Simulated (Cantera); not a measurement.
What does this Cantera script print?

```python
import numpy as np
import cantera as ct

gas_names = """
    F F2 H HF H2 H2F2 H3F3 H4F4 H5F5 H6F6 H7F7 Si SiF SiF2 SiF3 SiF4 SiH SiHF3 SiH2 SiH2F2 SiH3 SiH3F
    SiH4 Si2 Si3
""".split()
cond_names = """
    Si(cr) Si(L)
""".split()


# ... load() reads the species with a 1 bar reference pressure and builds the phases ...
atoms = {
    'Si': {'Si': 1},
    'HF': {'H': 1, 'F': 1},
}
top_T = {}  # K; cautious upper limits of use, not melting points


# ... equilibrate(T, P, feed) seeds the gas with the atoms and calls Mixture.equilibrate('TP', solver="vcs", rtol=1e-11, max_steps=5000) ...
results = []
T = 600  # K
P = 100000  # Pa
for m in [1.4, 2, 2.6, 3.3, 3.9, 4.5, 5.2, 5.8, 6.4, 7, 7.7, 8.3, 8.9]:
    feed = {'Si': 1, 'HF': m}  # mol
    mix = equilibrate(T, P, feed)
    results.append((T, P, feed, dict(zip(mix.species_names, mix.species_moles))))
    x = sorted(zip(gas.X, gas.species_names), reverse=True)
    print(f"T = {T:g} K  P = {P:g} Pa  n(HF) = {m:g} mol  gas = {mix.phase_moles(0):.4g} mol")
    print("   x: " + "  ".join(f"{s} {v:.3e}" for v, s in x if v > 1e-06))
    print("   condensed (mol): " + ("  ".join(f"{mix.phase(i).name} {mix.phase_moles(i):.4g}"
          for i in range(1, mix.n_phases) if mix.phase_moles(i) > 1e-12) or "none"))
```

Result:

```
T = 600 K  P = 100000 Pa  n(HF) = 1.4 mol  gas = 1.045 mol
   x: H2 6.597e-01  SiF4 3.202e-01  SiHF3 1.932e-02  SiH2F2 8.442e-04  SiH3F 5.878e-06
   condensed (mol): Si(cr) 0.6445
T = 600 K  P = 100000 Pa  n(HF) = 2 mol  gas = 1.492 mol
   x: H2 6.597e-01  SiF4 3.202e-01  SiHF3 1.932e-02  SiH2F2 8.442e-04  SiH3F 5.878e-06
   condensed (mol): Si(cr) 0.4922
T = 600 K  P = 100000 Pa  n(HF) = 2.6 mol  gas = 1.94 mol
   x: H2 6.597e-01  SiF4 3.202e-01  SiHF3 1.932e-02  SiH2F2 8.442e-04  SiH3F 5.878e-06
   condensed (mol): Si(cr) 0.3398
T = 600 K  P = 100000 Pa  n(HF) = 3.3 mol  gas = 2.462 mol
   x: H2 6.597e-01  SiF4 3.202e-01  SiHF3 1.932e-02  SiH2F2 8.442e-04  SiH3F 5.878e-06
   condensed (mol): Si(cr) 0.1621
T = 600 K  P = 100000 Pa  n(HF) = 3.9 mol  gas = 2.91 mol
   x: H2 6.597e-01  SiF4 3.202e-01  SiHF3 1.932e-02  SiH2F2 8.442e-04  SiH3F 5.878e-06
   condensed (mol): Si(cr) 0.009703
T = 600 K  P = 100000 Pa  n(HF) = 4.5 mol  gas = 3.5 mol
   x: H2 5.714e-01  SiF4 2.857e-01  HF 1.428e-01  H2F2 8.624e-06
   condensed (mol): none
T = 600 K  P = 100000 Pa  n(HF) = 5.2 mol  gas = 4.2 mol
   x: H2 4.762e-01  HF 2.857e-01  SiF4 2.381e-01  H2F2 3.449e-05
   condensed (mol): none
T = 600 K  P = 100000 Pa  n(HF) = 5.8 mol  gas = 4.8 mol
   x: H2 4.167e-01  HF 3.749e-01  SiF4 2.083e-01  H2F2 5.940e-05
   condensed (mol): none
T = 600 K  P = 100000 Pa  n(HF) = 6.4 mol  gas = 5.4 mol
   x: HF 4.443e-01  H2 3.704e-01  SiF4 1.852e-01  H2F2 8.344e-05
   condensed (mol): none
T = 600 K  P = 100000 Pa  n(HF) = 7 mol  gas = 5.999 mol
   x: HF 4.998e-01  H2 3.334e-01  SiF4 1.667e-01  H2F2 1.056e-04
   condensed (mol): none
T = 600 K  P = 100000 Pa  n(HF) = 7.7 mol  gas = 6.699 mol
   x: HF 5.521e-01  H2 2.985e-01  SiF4 1.493e-01  H2F2 1.288e-04
   condensed (mol): none
T = 600 K  P = 100000 Pa  n(HF) = 8.3 mol  gas = 7.299 mol
   x: HF 5.888e-01  H2 2.740e-01  SiF4 1.370e-01  H2F2 1.465e-04
   condensed (mol): none
T = 600 K  P = 100000 Pa  n(HF) = 8.9 mol  gas = 7.899 mol
   x: HF 6.200e-01  H2 2.532e-01  SiF4 1.266e-01  H2F2 1.625e-04
   condensed (mol): none
```

Cantera equilibrium calculation (NASA polynomials, part measured and part estimated; ideal gas, pure solids and liquids).
